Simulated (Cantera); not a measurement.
An isothermal, constant-pressure homogeneous reactor starts with NO : N₂ = 1 : 0.55 (molar parts), at 1725 K and 0.132 atm.

Detailed kinetics in Cantera: GRI-Mech 3.0 (53 species, 325 reactions).

x: mole fraction; the columns are a selection and need not sum to one.

```
t (s)      x NO     x N₂O      x O₂     x NO₂      x O   x N₂
--------  -----  --------  --------  --------  -------  -----
5.00e-5   0.645   3.18e-7  2.18e-10   1.25e-8  3.06e-7  0.355
0.000158  0.645   1.00e-6   2.08e-9   1.17e-7  8.93e-7  0.355
0.000500  0.645   3.15e-6   1.88e-8   9.80e-7  2.23e-6  0.355
0.00158   0.645   9.76e-6   1.72e-7   6.15e-6  4.12e-6  0.355
0.00500   0.645   2.89e-5   1.91e-6   2.57e-5  6.56e-6  0.355
0.0158    0.645   7.46e-5   2.53e-5   7.13e-5  1.12e-5  0.355
0.0500    0.644         …         …         …        …  0.355
0.158     0.643  0.000156  0.000914  0.000113  1.58e-5  0.356
0.500     0.638  0.000153   0.00318  0.000130  1.77e-5  0.358
1.58      0.624  0.000145         …         …        …  0.365
5.00      0.582  0.000123    0.0313  0.000249  3.25e-5  0.386
```

**Question.** What belongs in the gaps?

**Answer.** 
- 0.0500, x N₂O: 0.000136
- 0.0500, x O₂: 0.000205
- 0.0500, x NO₂: 0.000103
- 0.0500, x O: 1.45e-5
- 1.58, x O₂: 0.0103
- 1.58, x NO₂: 0.000172
- 1.58, x O: 2.24e-5
